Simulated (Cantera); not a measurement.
A perfectly stirred reactor is fed with NO : N2 = 1 : 0.21 (molar parts), at 1.60 bar; it is held at 1800 K, and followed from long to short residence time.

Model: GRI-Mech 3.0 (53 species, 325 reactions), integrated in Cantera.

Q: What does this change do: NO 1 to 7.1 parts?

A: 
```json
[
 {"quantity": "x(NO) at τ = 10.0 s", "before": "0.237", "after": "0.261"},
 {"quantity": "x(N2) at τ = 10.0 s", "before": "0.468", "after": "0.383"},
 {"quantity": "x(O2) at τ = 10.0 s", "before": "0.294", "after": "0.354"},
 {"quantity": "x(N2O) at τ = 10.0 s", "before": "2.32e-5", "after": "2.79e-5"},
 {"quantity": "x(O) at τ = 10.0 s", "before": "5.28e-5", "after": "5.80e-5"},
 {"quantity": "x(NO) at τ = 16.0 ms", "before": "0.818", "after": "0.960"},
 {"quantity": "x(N2) at τ = 16.0 ms", "before": "0.177", "after": "0.0340"},
 {"quantity": "x(O2) at τ = 16.0 ms", "before": "0.00362", "after": "0.00500"},
 {"quantity": "x(N2O) at τ = 16.0 ms", "before": "0.000270", "after": "0.000370"},
 {"quantity": "x(O) at τ = 16.0 ms", "before": "1.13e-5", "after": "1.26e-5"}
]
```
